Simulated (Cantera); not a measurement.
# Premixed flame

A freely propagating, adiabatic, planar premixed flame of H₂ : O₂ : N₂ = 1 : 0.455 : 1.71 (molar parts), equivalence ratio 1.1, unburnt at 673 K and 0.140 bar; mixture-averaged transport, grid criteria slope 0.08 and curve 0.16, no radiation.

Cantera simulation using the H2/O2 subset of GRI-Mech 3.0, which has no nitrogen chemistry; the numbers are that mechanism's predictions, not measurements. Burning velocities carry a grid error of a few per cent, more on coarse grids.

```json
[
 {"z (mm)": "-19.7", "T (K)": "673", "u (m/s)": "7.94", "x H₂": "0.316", "x O₂": "0.144", "x H₂O₂": "<1e-8", "x H": "<1e-8", "x H₂O": "<1e-8", "x O": "<1e-8"},
 {"z (mm)": "-13.1", "T (K)": "673", "u (m/s)": "7.94", "x H₂": "0.316", "x O₂": "0.144", "x H₂O₂": "<1e-8", "x H": "<1e-8", "x H₂O": "<1e-8", "x O": "<1e-8"},
 {"z (mm)": "-9.83", "T (K)": "673", "u (m/s)": "7.94", "x H₂": "0.316", "x O₂": "0.144", "x H₂O₂": "<1e-8", "x H": "<1e-8", "x H₂O": "<1e-8", "x O": "<1e-8"},
 {"z (mm)": "-6.56", "T (K)": "673", "u (m/s)": "7.94", "x H₂": "0.316", "x O₂": "0.144", "x H₂O₂": "<1e-8", "x H": "2.65e-7", "x H₂O": "3.28e-8", "x O": "<1e-8"},
 {"z (mm)": "-3.28", "T (K)": "677", "u (m/s)": "7.99", "x H₂": "0.315", "x O₂": "0.144", "x H₂O₂": "1.74e-7", "x H": "0.000361", "x H₂O": "0.000310", "x O": "8.79e-6"},
 {"z (mm)": "-1.64", "T (K)": "767", "u (m/s)": "8.98", "x H₂": "0.296", "x O₂": "0.140", "x H₂O₂": "2.94e-7", "x H": "0.00933", "x H₂O": "0.00944", "x O": "0.000348"},
 {"z (mm)": "0", "T (K)": "1132", "u (m/s)": "12.9", "x H₂": "0.150", "x O₂": "0.0885", "x H₂O₂": "7.00e-7", "x H": "0.0776", "x H₂O": "0.114", "x O": "0.00853"},
 {"z (mm)": "1.64", "T (K)": "1401", "u (m/s)": "15.7", "x H₂": "0.0588", "x O₂": "0.0338", "x H₂O₂": "7.66e-7", "x H": "0.105", "x H₂O": "0.211", "x O": "0.0156"},
 {"z (mm)": "3.28", "T (K)": "1517", "u (m/s)": "16.9", "x H₂": "0.0572", "x O₂": "0.0287", "x H₂O₂": "5.95e-7", "x H": "0.0949", "x H₂O": "0.220", "x O": "0.0159"},
 {"z (mm)": "6.56", "T (K)": "1657", "u (m/s)": "18.3", "x H₂": "0.0603", "x O₂": "0.0258", "x H₂O₂": "3.63e-7", "x H": "0.0803", "x H₂O": "0.227", "x O": "0.0151"},
 {"z (mm)": "13.1", "T (K)": "1815", "u (m/s)": "19.8", "x H₂": "0.0621", "x O₂": "0.0226", "x H₂O₂": "1.92e-7", "x H": "0.0646", "x H₂O": "0.236", "x O": "0.0134"},
 {"z (mm)": "26.2", "T (K)": "1981", "u (m/s)": "21.3", "x H₂": "0.0621", "x O₂": "0.0191", "x H₂O₂": "1.01e-7", "x H": "0.0493", "x H₂O": "0.248", "x O": "0.0110"},
 {"z (mm)": "52.5", "T (K)": "2148", "u (m/s)": "22.8", "x H₂": "0.0599", "x O₂": "0.0154", "x H₂O₂": "6.08e-8", "x H": "0.0356", "x H₂O": "0.261", "x O": "0.00832"}
]
```
x: mole fraction of selected species; z is measured from the peak of heat release.

* **laminar burning velocity**: 794 cm/s
* **thermal thickness**: 6.56 mm
* **peak x(H₂O₂)**: 8.39e-7
* **peak x(H)**: 0.106
* **peak x(O)**: 0.0160
* **grid points**: 139
